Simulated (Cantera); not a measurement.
A perfectly stirred reactor is fed with CH₃OH : O₂ : N₂ = 0.028 : 0.051 : 1 (molar parts), equivalence ratio 0.82, at 0.671 atm; it is held at 1325 K, and followed from long to short residence time.

Computed with Cantera and GRI-Mech 3.0 (53 species, 325 reactions). GRI-Mech 3.0 was tuned for natural gas; its chemistry of methanol as a main component is partial and can be far from experiment. The temperature is held fixed by assumption; the heat of reaction is taken as removed at once.

x: mole fraction; the columns are a selection and need not sum to one.

```csv
τ (s),x CH₃OH,x O₂,x C₂H₄,x C₂H,x CO
19,4.38e-7,0.00824,<1e-12,<1e-12,2.48e-5
6.8,8.52e-7,0.00825,<1e-12,<1e-12,4.92e-5
2.5,[?],0.00828,<1e-12,<1e-12,[?]
0.88,2.99e-6,0.00833,<1e-12,<1e-12,0.000191
0.32,[?],0.00845,<1e-12,<1e-12,[?]
0.11,9.34e-6,0.00868,8.10e-12,<1e-12,0.000731
0.041,1.55e-5,0.00910,5.52e-11,<1e-12,0.00136
0.015,2.69e-5,0.00987,3.55e-10,<1e-12,0.00254
0.0054,5.25e-5,0.0113,2.17e-9,<1e-12,0.00481
```

Question: Fill in the missing entries.

Answer: 
- 2.5, x CH₃OH: 1.60e-6
- 2.5, x CO: 9.58e-5
- 0.32, x CH₃OH: 5.30e-6
- 0.32, x CO: 0.000369
